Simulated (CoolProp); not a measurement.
R152A along the isobar 8.59 MPa: Z from the reference equation and from simpler models built on Tc = 113.3 °C, pc = 4.517 MPa, ω = 0.275; each cubic takes its own stable root.

The numbers come from the reference Helmholtz-energy equation of state, Outcalt 1996 in CoolProp. It is a modified Benedict-Webb-Rubin equation, recast in Helmholtz form.

| T (°C) | phase | reference |
|---|---|---|
| 2.55 | liquid | 0.2543 |
| 24.95 | liquid | 0.2473 |
| 47.45 | liquid | 0.2437 |
| 69.85 | liquid | 0.2440 |
| 92.25 | liquid | 0.2502 |
| 114.75 | supercritical | 0.2670 |
| 137.15 | supercritical | 0.3133 |
| 159.55 | supercritical | 0.4363 |
| 181.95 | supercritical | 0.5714 |
| 204.45 | supercritical | 0.6657 |
| 226.85 | supercritical | 0.7326 |

Problem. How far does each simpler model (van der Waals, Redlich-Kwong, Soave-Redlich-Kwong, Peng-Robinson) lie from the reference over these 11 states: mean and median of the absolute difference, and the worst?

Solution. 
- van der Waals: mean 43.3 %, median 55.0 %, worst +74.9 % at 2.55 °C and 8.59 MPa
- Redlich-Kwong: mean 17.0 %, median 23.4 %, worst +26.9 % at 114.75 °C and 8.59 MPa
- Soave-Redlich-Kwong: mean 19.0 %, median 19.8 %, worst +28.9 % at 137.15 °C and 8.59 MPa
- Peng-Robinson: mean 8.5 %, median 6.7 %, worst +18.4 % at 137.15 °C and 8.59 MPa
